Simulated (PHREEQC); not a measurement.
A PHREEQC speciation (ion-association model, phreeqc.dat) at 25 °C gives pH 5.37 and these molalities:

```csv
species,mol/kgw
Cl-,0.102
CdCl+,0.0641
Cd+2,0.0195
CdCl2,0.0155
CdCl3-,0.000898
```

What are the element totals, and what could have been dissolved in 1 kg of water to give them?

Several could match; the one computed here: totals Cd 0.100, Cl 0.200 mol/kgw, from 100 mmol/kgw CdCl2.

No solid was allowed to form. Under pressure, the constants of complexes without a molar volume in the database are unreliable.
